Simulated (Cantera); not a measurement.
An isothermal, constant-pressure homogeneous reactor starts with NO : N2 = 1 : 8 (molar parts), at 1625 K and 33.0 Torr. Integrator tolerance rtol = 1e-08.

Computed with Cantera and GRI-Mech 3.0 (53 species, 325 reactions). Radical loss at walls, strong at low pressure, is not modelled.

```csv
quantity,before,after
x(NO) at 100 s,0.106 (gas-phase equilibrium 0.00121),0.276 (gas-phase equilibrium 0.00192)
x(NO2) at 100 s,9.95e-6 (gas-phase equilibrium 4.88e-7),6.26e-5 (gas-phase equilibrium 1.30e-6)
x(O) at 100 s,5.64e-6 (gas-phase equilibrium 2.19e-5),1.37e-5 (gas-phase equilibrium 3.67e-5)
x(N2O) at 100 s,3.95e-6 (gas-phase equilibrium 1.65e-8),2.57e-5 (gas-phase equilibrium 2.47e-8)
x(O2) at 100 s,0.00244 (gas-phase equilibrium 0.0549),0.0172 (gas-phase equilibrium 0.154)
x(N2) at 100 s,0.891 (gas-phase equilibrium 0.944),0.707 (gas-phase equilibrium 0.844)
```

Q: Name the change that produced these shifts.
A) NO 1 to 3.6 parts
B) pressure from 33.0 Torr to 53.3 Torr
C) temperature 1625 to 1698 K
D) pressure from 33.0 Torr to 0.200 bar

A: A, NO 1 to 3.6 parts
